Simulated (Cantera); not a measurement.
Feed: 1 mol borazine, 0.74 mol H2O, 0.47 mol H2, equilibrated at 1502 °C and 10.0 mbar.

Method: chemical equilibrium by Gibbs-energy minimisation in Cantera with the NASA 1993 tables (ideal gas, pure condensed phases). Candidate condensed phases: B, BN, B2O3, B3O3H3, H2O; 39 gas species. The feed counts by its element totals alone. Kinetics and transport are ignored.

Problem. What is the equilibrium state?

Solution. 
```
Item                                     Result
------------------------------------  ---------
x(H2)                                     0.830
x(N2)                                    0.0661
x(HBO)                                   0.0605
x(B2O2)                                  0.0175
x(B2O3)                                  0.0135
x(HBO2)                                 0.00609
x(BO)                                   0.00352
x(H)                                    0.00264
x(H2O)                                 0.000193
n(BN(s))                               2.36 mol
gas amount                            4.869 mol
log10 activity of B(s) (absent)           -1.20
log10 activity of B3O3H3(s) (absent)     -11.71
```
